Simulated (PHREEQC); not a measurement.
PHREEQC input (Pitzer model, pitzer.dat):

```
SOLUTION 1
  temp 25
  units mol/kgw
  pH 7 charge
  Cl 0.0191
  K 0.0081
  Na 0.046
  Br 0.035
END
USE solution 1
INCREMENTAL_REACTIONS false
REACTION 1
  H2O -1
  0 9.886 18.011 24.689 30.178 34.689 38.397 41.444
  43.949 46.007 47.699 49.089 50.232 51.172 51.944 52.578
  53.1 53.528 53.88 54.17 54.408 54.603 54.764 54.896
  55.005 moles
EQUILIBRIUM_PHASES 1
  Halite 0 0
  Sylvite 0 0
SELECTED_OUTPUT 1
  -reset false
  -pH true
  -pe true
  -ionic_strength true
  -water true
  -activities H2O
  -totals Br Cl K Na
  -molalities H+ Na+ K+ Cl- Br- OH-
  -equilibrium_phases Halite Sylvite
PRINT
  -reset false
END
```

Selected output (columns that matter, 16 of 25 rows; water left (kg) added in front):

```
water left (kg)	pH	mu	Br	Cl	K	Na	m_H+	m_Na+	m_K+	m_Cl-	m_Br-	m_OH-	la_H2O
1	6.9894	0.0541	0.035	0.0191	0.0081	0.046	1.2225e-07	0.046	0.0081	0.0191	0.035	1.2225e-07	-0.00079783
0.675514	6.9859	0.080087	0.051812	0.028275	0.011991	0.068096	1.2553e-07	0.068096	0.011991	0.028275	0.051812	1.2553e-07	-0.0011732
0.555203	6.9836	0.097442	0.06304	0.034402	0.014589	0.082853	1.2723e-07	0.082853	0.014589	0.034402	0.06304	1.2723e-07	-0.001423
0.375043	6.9775	0.14425	0.093323	0.050927	0.021598	0.12265	1.3061e-07	0.12265	0.021598	0.050927	0.093323	1.3061e-07	-0.0020947
0.30824	6.9736	0.17551	0.11355	0.061965	0.026278	0.14923	1.3225e-07	0.14923	0.026278	0.061965	0.11355	1.3225e-07	-0.0025428
0.208215	6.9634	0.25983	0.1681	0.091732	0.038902	0.22093	1.352e-07	0.22093	0.038902	0.091732	0.1681	1.352e-07	-0.0037526
0.140655	6.949	0.38463	0.24884	0.13579	0.057588	0.32704	1.3735e-07	0.32704	0.057588	0.13579	0.24884	1.3735e-07	-0.0055533
0.115613	6.9396	0.46794	0.30274	0.16521	0.070062	0.39788	1.3794e-07	0.39788	0.070062	0.16521	0.30274	1.3794e-07	-0.0067648
0.0780853	6.915	0.69283	0.44823	0.2446	0.10373	0.5891	1.3768e-07	0.5891	0.10373	0.2446	0.44823	1.3768e-07	-0.010081
0.0641769	6.899	0.84298	0.54537	0.29761	0.12621	0.71677	1.3659e-07	0.71677	0.12621	0.29761	0.54537	1.3659e-07	-0.012338
0.0433504	6.8565	1.248	0.80737	0.4406	0.18685	1.0611	1.318e-07	1.0611	0.18685	0.4406	0.80737	1.318e-07	-0.018616
0.0292979	6.7944	1.8465	1.1946	0.65192	0.27647	1.5701	1.225e-07	1.5701	0.27647	0.65192	1.1946	1.225e-07	-0.028473
0.0240733	6.7529	2.2473	1.4539	0.79341	0.33647	1.9108	1.1579e-07	1.9108	0.33647	0.79341	1.4539	1.1579e-07	-0.035498
0.0162724	6.6401	3.3247	2.1509	1.1738	0.49778	2.8269	9.8125e-08	2.8269	0.49778	1.1738	2.1509	9.8125e-08	-0.056245
0.0133718	6.5633	4.0458	2.6175	1.4284	0.60575	3.4401	8.733e-08	3.4401	0.60575	1.4284	2.6175	8.733e-08	-0.071756
0.00902992	6.3497	5.9912	3.876	2.1152	0.89702	5.0942	6.3521e-08	5.0942	0.89702	2.1152	3.876	6.3521e-08	-0.12058
```
